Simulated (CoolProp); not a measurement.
Vapour-liquid equilibrium of ethane (1) + propylene (2) at 222.5 K; x and y are mole fractions of (1).

Values from CoolProp's multi-fluid Helmholtz-energy mixture model, Bücker 2006 and Lemmon 2013; pair parameters Bell 2016.

| x | bubble pressure (kPa) | y at the bubble point | dew pressure at overall composition x (kPa) | liquid density (mol/L) |
|---|---|---|---|---|
| 0.05 | 112.2 | 0.247 | 92.11 | 14.68 |
| 0.15 | 158.8 | 0.514 | 101.3 | 14.86 |
| 0.25 | 203.8 | 0.659 | 112.6 | 15.04 |
| 0.35 | 247.9 | 0.751 | 126.6 | 15.23 |
| 0.45 | 291.4 | 0.816 | 144.5 | 15.41 |
| 0.55 | 334.9 | 0.865 | 168.1 | 15.60 |
| 0.65 | 378.7 | 0.904 | 200.5 | 15.78 |
| 0.75 | 423.1 | 0.937 | 247.5 | 15.96 |
| 0.85 | 468.5 | 0.964 | 320.5 | 16.13 |
| 0.95 | 515.1 | 0.989 | 443.9 | 16.30 |

No azeotrope shows between x = 0.05 and 0.95.

Pair parameters are fitted to limited data, so mixtures are less certain than the pure fluids. The gap from Raoult's law changes sign with composition, which may be real or a fault of the pair parameters; it wasn't checked against measurements.
